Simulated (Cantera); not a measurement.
Feed: 1 mol B, 6.9 mol H₂O, 32 mol N₂, equilibrated at 1498.15 K and 18.0 mbar.

Method: chemical equilibrium by Gibbs-energy minimisation in Cantera with the NASA 1993 tables (ideal gas, pure condensed phases). Candidate condensed phases: B, BN, B₂O₃, B₃O₃H₃, H₂O; 39 gas species. Gases not in the tables: H₃BO₃. Rates play no part.

Base state: N₂ 0.812, H₂O 0.125, H₂ 0.0381, HBO₂ 0.0250, B₂O₃ 0.000184, H 2.50e-5 (mole fractions); condensed: gas only.

Q: What changes in the equilibrium state with this change: H₂O from 6.9 to 0.079 mol?

A: 
| species | before | after |
|---|---|---|
| N₂ | 0.812 | 0.997 |
| H₂ | 0.0381 | 0.00232 |
| B₂O₃ | 0.000184 | 0.000617 |
| H₂O | 0.125 | 3.84e-6 |
| HBO₂ | 0.0250 | 0.000254 |
| B₂O₂ | 3.34e-9 | 2.22e-5 |
| HBO | 4.12e-6 | 8.30e-5 |
| H | 2.50e-5 | 6.18e-6 |
| BN(s), mol | 0 | 0.949 |
N₂ is the only nitrogen source here; it is nearly inert below about 1500 K, so the nitride shown seldom forms there in practice.

Q: What changes in the equilibrium state with this change: H₂O from 6.9 to 0.19 mol?

A: 
```
species         before     after
------------  --------  --------
N₂               0.812     0.992
H₂              0.0381   0.00558
B₂O₃          0.000184   0.00116
H₂O              0.125   1.14e-5
HBO₂            0.0250  0.000599
B₂O₂           3.34e-9   3.39e-5
HBO            4.12e-6  0.000159
H              2.50e-5   9.58e-6
BN(s), mol           0     0.877
B₂O₃(l), mol         0    0.0111
```
N₂ is the only nitrogen source here; it is nearly inert below about 1500 K, so the nitride shown seldom forms there in practice. Mutual solubility and eutectic melting of coexisting phases are not modelled.

Q: What changes in the equilibrium state with this change: temperature from 1498.15 K to 1900 K?

A: 
```json
[
 {"species": "N₂", "before": "0.812", "after": "0.812"},
 {"species": "H₂O", "before": "0.125", "after": "0.124"},
 {"species": "H₂", "before": "0.0381", "after": "0.0377"},
 {"species": "H", "before": "2.50e-5", "after": "0.00115"},
 {"species": "HBO₂", "before": "0.0250", "after": "0.0244"},
 {"species": "O₂", "before": "2.03e-9", "after": "1.03e-5"},
 {"species": "NO", "before": "1.21e-7", "after": "4.07e-5"}
]
```
